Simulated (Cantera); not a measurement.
An isothermal, constant-pressure homogeneous reactor starts with 19.6 % NO, 80.4 % N₂, at 2200 K and 0.0133 bar.

Detailed kinetics in Cantera: GRI-Mech 3.0 (53 species, 325 reactions). Radical loss at walls, strong at low pressure, is not modelled.

### Question
Predict: x(NO) at 5.00 s; x(O) at 5.00 s; x(O₂) at 5.00 s; x(N₂O) at 5.00 s; x(N₂) at 5.00 s; x(NO₂) at 5.00 s.

### Answer
```json
{
  "x(NO) at 5.00 s": "0.0301 (gas-phase equilibrium 0.00883)",
  "x(O) at 5.00 s": "0.00642 (gas-phase equilibrium 0.00706)",
  "x(O₂) at 5.00 s": "0.0795 (gas-phase equilibrium 0.0897)",
  "x(N₂O) at 5.00 s": "2.66e-7 (gas-phase equilibrium 6.04e-8)",
  "x(N₂) at 5.00 s": "0.884 (gas-phase equilibrium 0.894)",
  "x(NO₂) at 5.00 s": "2.76e-6 (gas-phase equilibrium 8.47e-7)"
}
```
